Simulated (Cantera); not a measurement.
What does this Cantera script print?

```python
import numpy as np
import cantera as ct

gas = ct.Solution("gri30.yaml")
gas.TPX = 1450, 49000, {'C3H8': 1, 'O2': 4.55, 'N2': 17.1, 'H2O': 0.59}
reactor = ct.IdealGasReactor(gas, energy="on", clone=False)
net = ct.ReactorNet([reactor])
net.rtol, net.atol = 1e-08, 1e-16
show = ['C3H8', 'O2', 'H2O', 'N2O', 'C2H2', 'OH', 'C2H6']
times = np.geomspace(1e-06, 0.7, 12)

steps = ct.SolutionArray(gas, extra=["t"])
rows = []
print(f"{'t/s':>10s}{'T/K':>9s}{'P/Pa':>11s}" + "".join(f"{s:>11s}" for s in show))
for t in times:
    while net.time < t:
        t_next = net.step()
        steps.append(gas.state, t=t_next)
    rows.append([np.interp(t, steps.t, y) for y in (steps.T, steps.P, *steps(*show).X.T)])
    print(f"{t:10.3e}{rows[-1][0]:9.1f}{rows[-1][1]:11.4g}" + "".join(f"{x:11.3e}" for x in rows[-1][2:]))
rate = np.gradient(steps.T, steps.t)
print("integrator steps:", len(steps.t))
if steps.T.max() > steps.T[0] + 200:
    print(f"time of steepest temperature rise: {steps.t[rate.argmax()]:.4e} s")
gas.TPX = 1450, 49000, {'C3H8': 1, 'O2': 4.55, 'N2': 17.1, 'H2O': 0.59}
gas.equilibrate("UV")
print(f"equilibrium (UV): T = {gas.T:.1f} K  " + "  ".join(f"{s} {gas[s].X[0]:.3e}" for s in show))
```

Output:

```
       t/s      T/K       P/Pa       C3H8         O2        H2O        N2O       C2H2         OH       C2H6
 1.000e-06   1449.6  4.899e+04  4.299e-02  1.958e-01  2.539e-02  1.288e-13  1.034e-11  3.603e-07  5.676e-09
 3.399e-06   1448.6  4.896e+04  4.286e-02  1.957e-01  2.539e-02  3.592e-12  9.571e-10  2.524e-06  1.948e-07
 1.155e-05   1445.1  4.888e+04  4.227e-02  1.954e-01  2.546e-02  6.168e-11  6.548e-08  9.492e-06  1.048e-05
 3.928e-05   1439.2  4.885e+04  3.925e-02  1.939e-01  2.635e-02  3.494e-10  3.139e-06  2.092e-05  3.706e-04
 1.335e-04   1463.8  5.058e+04  2.449e-02  1.831e-01  3.324e-02  1.798e-09  1.188e-04  7.086e-05  2.576e-03
 4.538e-04   2851.8  1.079e+05  2.667e-42  2.029e-02  1.309e-01  4.452e-07  1.974e-17  2.450e-02  8.554e-29
 1.543e-03   2853.4  1.079e+05  4.232e-42  1.794e-02  1.319e-01  5.278e-07  2.346e-17  2.321e-02  1.136e-28
 5.243e-03   2851.2  1.078e+05  4.464e-42  1.748e-02  1.319e-01  5.516e-07  2.380e-17  2.294e-02  1.180e-28
 1.782e-02   2851.1  1.078e+05  4.465e-42  1.748e-02  1.319e-01  5.516e-07  2.380e-17  2.294e-02  1.180e-28
 6.058e-02   2851.1  1.078e+05  4.465e-42  1.748e-02  1.319e-01  5.516e-07  2.380e-17  2.294e-02  1.180e-28
 2.059e-01   2851.1  1.078e+05  4.465e-42  1.748e-02  1.319e-01  5.516e-07  2.380e-17  2.294e-02  1.180e-28
 7.000e-01   2851.1  1.078e+05  4.465e-42  1.748e-02  1.319e-01  5.516e-07  2.380e-17  2.294e-02  1.180e-28
integrator steps: 1728
time of steepest temperature rise: 1.9268e-04 s
equilibrium (UV): T = 2851.1 K  C3H8 8.555e-42  O2 1.748e-02  H2O 1.319e-01  N2O 5.516e-07  C2H2 2.508e-17  OH 2.294e-02  C2H6 1.968e-28
```

Computed with Cantera and GRI-Mech 3.0 (53 species, 325 reactions). GRI-Mech 3.0 was tuned for natural gas; its chemistry of propane as a main component is partial and can be far from experiment.
